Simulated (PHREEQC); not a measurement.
## Copper plating or etch bath

Solution (79 °C): 0.033 mol Cu(NO3)2, 4.9e-05 mol HCl and 0.048 mol NaCl per kg of water. Closed to the air; pH follows from the charge balance.

The numbers come from PHREEQC with the ion-association model, phreeqc.dat.

```json
{
 "pH": "3.89",
 "ionic_strength": "0.130 mol/kgw",
 "density": "0.979 g/cm³",
 "total_alkalinity": "-0.0490 meq/kg"
}
```

```
species     molality  activity   log γ
----------  --------  --------  ------
NO3-          0.0660    0.0467  -0.151
Na+           0.0480    0.0359  -0.127
Cl-           0.0396    0.0286  -0.140
Cu+2          0.0246   0.00823  -0.475
CuCl+        0.00818   0.00595  -0.138
H+          0.000160  0.000128  -0.098
CuCl2       0.000146  0.000150   0.013
Cu2(OH)2+2   5.52e-5   1.68e-5  -0.515
CuOH+        8.82e-7   6.41e-7  -0.138
CuCl3-       4.72e-8   3.43e-8  -0.138
Cu(OH)2      1.01e-8   1.04e-8   0.013
OH-          2.68e-9   1.92e-9  -0.144
```

This is a speciation only: nothing precipitates in the calculation. Away from 25 °C the constants follow the database's enthalpies or fits; those with neither stay at their 25 °C values.
